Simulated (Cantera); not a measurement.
Feed: 1 mol Si(CH3)4, 110 mol H2, 1.3 mol C2H4, held at 0.250 bar.

Method: chemical equilibrium by Gibbs-energy minimisation in Cantera with the NASA 1993 tables (ideal gas, pure condensed phases). Candidate condensed phases: C, C6H6, C7H8, C8H18, Si, SiC; 87 gas species. Gases not in the tables: Si2H6 and higher silanes. Rates play no part.

x: gas mole fraction; n: condensed amount in mol.

```csv
T (K),x H2,x H,x C2H2 (acetylene),x CH4,x Si,x SiH,x SiC2,n C(graphite),n SiC(s)
1498,0.999,3.44e-5,(withheld),0.000648,2.90e-10,4.69e-10,<1e-12,5.52,1.000
1598,0.999,0.000106,(withheld),0.000411,3.91e-9,4.28e-9,1.50e-11,5.54,1.000
1698,0.999,0.000289,(withheld),0.000276,3.86e-8,3.00e-8,2.99e-10,5.55,1.000
1798,0.999,0.000704,(withheld),0.000193,2.94e-7,1.69e-7,4.24e-9,5.54,1.000
1898,0.998,0.00156,(withheld),0.000141,1.81e-6,7.89e-7,4.53e-8,5.49,0.999
1998,0.996,0.00320,(withheld),0.000106,9.26e-6,3.15e-6,3.80e-7,5.41,0.998
2098,0.992,0.00613,(withheld),8.16e-5,4.05e-5,1.10e-5,2.59e-6,5.26,0.992
2198,0.986,0.0111,(withheld),6.42e-5,0.000154,3.40e-5,1.47e-5,5.02,0.970
2298,0.976,0.0189,(withheld),5.12e-5,0.000523,9.52e-5,7.17e-5,4.66,0.899
```

### Question
What belongs in the gaps?

### Answer

- 1498, x C2H2 (acetylene): 8.81e-6
- 1598, x C2H2 (acetylene): 2.69e-5
- 1698, x C2H2 (acetylene): 7.20e-5
- 1798, x C2H2 (acetylene): 0.000172
- 1898, x C2H2 (acetylene): 0.000375
- 1998, x C2H2 (acetylene): 0.000755
- 2098, x C2H2 (acetylene): 0.00142
- 2198, x C2H2 (acetylene): 0.00250
- 2298, x C2H2 (acetylene): 0.00418
